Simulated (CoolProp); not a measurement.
A Linde-Hampson liquefier for oxygen: isothermal reversible compression at 250 K from 1 atm to 25 MPa, throttling to 1 atm, return gas leaving the recuperator 0 K below the feed. Each further row changes one setting.

Model: reference Helmholtz-energy equation of state, Schmidt 1985, in CoolProp.

```json
[
 {"case": "as stated", "liquid yield per pass": "[?]", "compression work (kJ/kg of gas)": "341"},
 {"case": "high pressure 50 MPa", "liquid yield per pass": "[?]", "compression work (kJ/kg of gas)": "[?]"},
 {"case": "warm-end temperature 280 K", "liquid yield per pass": "[?]", "compression work (kJ/kg of gas)": "[?]"},
 {"case": "warm-end gap 5 K", "liquid yield per pass": "[?]", "compression work (kJ/kg of gas)": "341"}
]
```

Q: Some entries are withheld; supply them.

A: 
- as stated, liquid yield per pass: 0.204
- high pressure 50 MPa, liquid yield per pass: 0.248
- high pressure 50 MPa, compression work (kJ/kg of gas): 385
- warm-end temperature 280 K, liquid yield per pass: 0.150
- warm-end temperature 280 K, compression work (kJ/kg of gas): 390
- warm-end gap 5 K, liquid yield per pass: 0.194
